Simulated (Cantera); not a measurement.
Feed: 1 mol SiCl4, 1.8 mol CH4, 1.2 mol H2, at 1673 K and 2.70 mbar.

Method: chemical equilibrium by Gibbs-energy minimisation in Cantera with the NASA 1993 tables (ideal gas, pure condensed phases). The tables' values for SiCl3, SiCl are old estimates; treat these amounts as uncertain. Rates play no part.

```json
[
 {"species": "HCl", "before": "0.523", "after": "0.659"},
 {"species": "H2", "before": "0.443", "after": "0.247"},
 {"species": "SiCl2", "before": "0.0297", "after": "0.0845"},
 {"species": "SiCl4", "before": "8.81e-5", "after": "0.000710"},
 {"species": "SiCl3", "before": "0.00112", "after": "0.00536"},
 {"species": "SiHCl3", "before": "1.34e-5", "after": "4.78e-5"},
 {"species": "C2H2 (acetylene)", "before": "2.52e-5", "after": "1.41e-5"},
 {"species": "Cl", "before": "0.00135", "after": "0.00227"},
 {"species": "SiCl", "before": "1.64e-5", "after": "2.77e-5"},
 {"species": "C(graphite), mol", "before": "1.01", "after": "0.187"},
 {"species": "SiC(s), mol", "before": "0.789", "after": "0.573"}
]
```
Gas species are given as mole fractions.

### Question
Which change was made?
A) H2 from 1.2 to 440 mol
B) temperature from 1673 K to 1873.15 K
C) CH4 from 1.8 to 0.76 mol
D) pressure from 2.70 mbar to 9.90 mbar

### Answer
C, CH4 from 1.8 to 0.76 mol
